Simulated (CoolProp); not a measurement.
Propylene glycol at several states: density (kg/m³) from the reference equation and from simpler models built on Tc = 674.0 K, pc = 72.92 bar, ω = 0.327; each cubic takes its own stable root.

Model: reference Helmholtz-energy equation of state, Eisenbach 2021, in CoolProp.

| T (K) | p (bar) | phase | reference | van der Waals | Redlich-Kwong | Soave-Redlich-Kwong | Peng-Robinson |
|---|---|---|---|---|---|---|---|
| 313.9 | 42.8 | liquid | 1023 | 666.0 | 986.7 | 1011 | 1135 |
| 390.3 | 29.1 | liquid | 960.5 | 623.5 | 916.9 | 951.0 | 1071 |
| 341 | 1.25 | liquid | 999.3 | 3.439 | 960.4 | 989.1 | 1112 |
| 509.9 | 38.7 | liquid | 844.5 | 543.8 | 777.0 | 820.6 | 929.2 |

At some of these states van der Waals gives the other phase, because its saturation line lies elsewhere.
